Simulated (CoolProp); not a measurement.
Properties of n-nonane along the isobar 0.245 MPa.

Model: reference Helmholtz-energy equation of state, Lemmon 2006, in CoolProp. It is a short technical equation, of lower accuracy than the large ones.

```
T (K)  phase  cp (kJ/(kg K))  speed of sound (m/s)  Joule-Thomson coefficient (K/MPa)  isothermal compressibility (1/MPa)  fugacity coefficient
-----  -----  --------------  --------------------  ---------------------------------  ----------------------------------  --------------------
522.8    gas               ?                 175.0                              13.46                               4.379                0.9396
529.2    gas           2.659                 176.6                              12.83                               4.363                0.9423
535.7    gas           2.680                 178.2                              12.23                               4.348                     ?
542.1    gas           2.701                     ?                              11.68                               4.334                0.9473
548.5    gas               ?                 181.2                              11.17                               4.321                0.9495
555      gas           2.742                 182.7                              10.68                               4.309                     ?
561.4    gas           2.762                 184.2                              10.23                               4.298                0.9537
567.8    gas           2.782                 185.6                              9.810                               4.288                0.9556
574.3    gas           2.802                 187.0                              9.408                               4.278                0.9575
580.7    gas           2.822                 188.4                              9.035                               4.269                0.9592
587.1    gas           2.841                 189.8                              8.684                               4.260                0.9608
593.6    gas               ?                 191.1                              8.348                               4.252                0.9624
600      gas               ?                 192.4                              8.035                               4.244                0.9639
```

Problem. Some entries are withheld; supply them.

Solution. 
- 522.8, cp (kJ/(kg K)): 2.639
- 535.7, fugacity coefficient: 0.9449
- 542.1, speed of sound (m/s): 179.7
- 548.5, cp (kJ/(kg K)): 2.721
- 555, fugacity coefficient: 0.9517
- 593.6, cp (kJ/(kg K)): 2.861
- 600, cp (kJ/(kg K)): 2.880
